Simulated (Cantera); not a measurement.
A closed system holds: 1 mol SiH₂Cl₂, 0.29 mol Cl₂, 18 mol N₂, equilibrated at 1350 K and 458 Torr.

Cantera equilibrium calculation (NASA polynomials, part measured and part estimated; ideal gas, pure solids and liquids). Candidate condensed phases: NH₄Cl, Si, Si₃N₄; 28 gas species. N₂ is the only nitrogen source here; it is nearly inert below about 1500 K, so the nitride shown seldom forms there in practice. The tables' values for SiCl₃ are old estimates; treat these amounts as uncertain. The numbers say what is thermodynamically allowed, not how fast it happens.

Base state: N₂ 0.897, HCl 0.0733, H₂ 0.0144, SiCl₄ 0.0139, SiCl₃ 0.000797, SiCl₂ 0.000229, SiHCl₃ 0.000156 (mole fractions); condensed: Si₃N₄(s).

Problem. What changes in the equilibrium state with this change: N₂ from 18 to 160 mol?

Solution. 
```
species          before     after
-------------  --------  --------
N₂                0.897     0.987
HCl              0.0733    0.0105
SiCl₄            0.0139   0.00124
H₂               0.0144  0.000953
SiHCl₃         0.000156   6.47e-6
SiCl₃          0.000797  0.000128
SiCl₂          0.000229   6.63e-5
Si₃N₄(s), mol     0.235     0.256
```
